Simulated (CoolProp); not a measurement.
R113 along the isobar 11.4 MPa: density (kg/m³) from the reference equation and from simpler models built on Tc = 487.2 K, pc = 3.392 MPa, ω = 0.253; each cubic takes its own stable root.

Computed with CoolProp (reference Helmholtz-energy equation of state, Marx 1992).

```tsv
T (K)	phase	reference	van der Waals	Redlich-Kwong	Peng-Robinson
336.5	liquid	1509	982.5	1388	1601
352.9	liquid	1472	966.0	1354	1564
369.2	liquid	1434	949.2	1319	1524
385.6	liquid	1396	931.8	1282	1481
401.9	liquid	1356	914.0	1244	1435
418.3	liquid	1314	895.7	1205	1385
434.6	liquid	1271	876.9	1164	1333
451	liquid	1225	857.4	1122	1277
467.3	liquid	1178	837.4	1078	1217
483.7	liquid	1126	816.7	1032	1152
500	supercritical	1072	795.5	985.5	1085
```
